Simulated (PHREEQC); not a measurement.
Consider water at 25 °C with 0.08 mol H2SO4 and 0.00022 mol MnSO4 per kg of water. It is in equilibrium with CO2 at log p = -3.5 (atm). Otherwise closed; pH follows from the charge balance.

Equilibrium calculation in PHREEQC: ion-association model, phreeqc.dat.

Each row changes one thing in this solution. This is a speciation only: nothing precipitates in the calculation.

```json
[
 {"case": "as made", "pH": "1.10", "ionic strength (mol/kgw)": "0.115", "HSO4- (mol/kgw)": "0.0626", "SO4-2 (mol/kgw)": "0.0176", "HCO3- (mol/kgw)": "7.67e-11"},
 {"case": "diluted 10-fold with water", "pH": "1.95", "ionic strength (mol/kgw)": "0.0172", "HSO4- (mol/kgw)": "0.00343", "SO4-2 (mol/kgw)": "0.00458", "HCO3- (mol/kgw)": "4.82e-10"},
 {"case": "temperature from 25 to 10 °C", "pH": "1.08", "ionic strength (mol/kgw)": "0.123", "HSO4- (mol/kgw)": "0.0587", "SO4-2 (mol/kgw)": "0.0215", "HCO3- (mol/kgw)": "9.00e-11"},
 {"case": "MnSO4 from 0.00022 to 0.00011 mol/kgw", "pH": "1.10", "ionic strength (mol/kgw)": "0.115", "HSO4- (mol/kgw)": "0.0625", "SO4-2 (mol/kgw)": "0.0175", "HCO3- (mol/kgw)": "7.66e-11"},
 {"case": "temperature from 25 to 15 °C", "pH": "1.09", "ionic strength (mol/kgw)": "0.121", "HSO4- (mol/kgw)": "0.0600", "SO4-2 (mol/kgw)": "0.0202", "HCO3- (mol/kgw)": "8.57e-11"},
 {"case": "H2SO4 left out", "pH": "5.66", "ionic strength (mol/kgw)": "0.000857", "HSO4- (mol/kgw)": "___", "SO4-2 (mol/kgw)": "0.000214", "HCO3- (mol/kgw)": "2.26e-6"},
 {"case": "0.011 mol/kgw (CH3)4NCl added", "pH": "1.10", "ionic strength (mol/kgw)": "___", "HSO4- (mol/kgw)": "0.0622", "SO4-2 (mol/kgw)": "0.0179", "HCO3- (mol/kgw)": "7.73e-11"},
 {"case": "MnSO4 replaced by CaSO4 at the same molality", "pH": "1.10", "ionic strength (mol/kgw)": "0.115", "HSO4- (mol/kgw)": "0.0626", "SO4-2 (mol/kgw)": "0.0175", "HCO3- (mol/kgw)": "7.67e-11"},
 {"case": "diluted 2-fold with water", "pH": "1.36", "ionic strength (mol/kgw)": "___", "HSO4- (mol/kgw)": "0.0278", "SO4-2 (mol/kgw)": "0.0123", "HCO3- (mol/kgw)": "1.33e-10"}
]
```

Problem. Complete the blanks.

Solution. 
- H2SO4 left out, HSO4- (mol/kgw): 4.13e-8
- 0.011 mol/kgw (CH3)4NCl added, ionic strength (mol/kgw): 0.127
- diluted 2-fold with water, ionic strength (mol/kgw): 0.0647

Species that the database lacks are ignored. (CH3)4N+ isn't in the database: it is added as a free cation with an ion size of 4 Å. Away from 25 °C the constants follow the database's enthalpies or fits; those with neither stay at their 25 °C values.
